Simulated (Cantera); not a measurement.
A closed system holds: 1 mol SiHCl3, 13 mol N2, 5.4 mol H2, equilibrated at 0.450 bar.

Method: chemical equilibrium by Gibbs-energy minimisation in Cantera with the NASA 1993 tables (ideal gas, pure condensed phases). Candidate condensed phases: NH4Cl, Si, Si3N4; 28 gas species. N2 is the only nitrogen source here; it is nearly inert below about 1500 K, so the nitride shown seldom forms there in practice. Equilibrium is a limit: real reactors are often held back by kinetics, nucleation or transport.

Over these rows the condensed part is Si3N4(s). Partial pressures as log10 of bar:

| T (K) | 1000/T (1/K) | log p SiCl2 | log p N2 | log p H2 | log p HCl |
|---|---|---|---|---|---|
| 1273 | 0.7855 | -5.00 | -0.55 | -0.99 | -1.18 |
| 1373 | 0.7283 | -4.21 | -0.55 | -0.99 | -1.18 |
| 1473 | 0.6789 | -3.55 | -0.55 | -0.99 | -1.18 |
| 1573 | 0.6357 | -2.99 | -0.55 | -0.99 | -1.19 |
| 1673 | 0.5977 | -2.54 | -0.55 | -0.98 | -1.22 |
| 1773 | 0.5640 | ? | -0.55 | -0.97 | -1.28 |

Task: Fit log p(SiCl2) = a + b·(1000/T) to the five rows, give the apparent enthalpy, and predict the row at 1773 K.

Result: Means: 1000/T = 0.6852, log p = -3.658. Sxy = -0.289965, Sxx = 0.0220639, so b = -13.14 and a = -3.658 − (-13.14)×0.6852 = 5.35.
Apparent enthalpy: −19.145 × (-13.14) = 252 kJ/mol. With the condensed phases at unit activity, 1/3 Si3N4(s) + 2 HCl(g) = SiCl2(g) + 2/3 N2(g) + H2(g) links this pressure to the main gases: over the six rows their terms move log p by -0.22 in all, so the slope isn't that reaction's ΔH° alone. The five rows lie within 0.04 of the line.
Prediction at 1773 K: 5.35 + (-13.14)×0.5640 = -2.06. The computed value is -2.21, 0.15 from the line.
